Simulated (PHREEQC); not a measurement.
Sulfide liquor

Consider water at 25 °C with 0.00069 mol/kgw H2S, 0.0025 mol/kgw NaCl and 3.2e-05 mol/kgw FeCl2. Closed to the air; pH follows from the charge balance.

All values are PHREEQC results (ion-association model, wateq4f.dat), not measurements.

No solid was allowed to form.

Q: Predict the pH.

A: pH 4.99.

Q: In which forms is S present?

A: H2S 98 %, HS- 1.2 % of the S.

Species that the database lacks are ignored. The polysulfide entries of wateq4f.dat were taken out for this run.
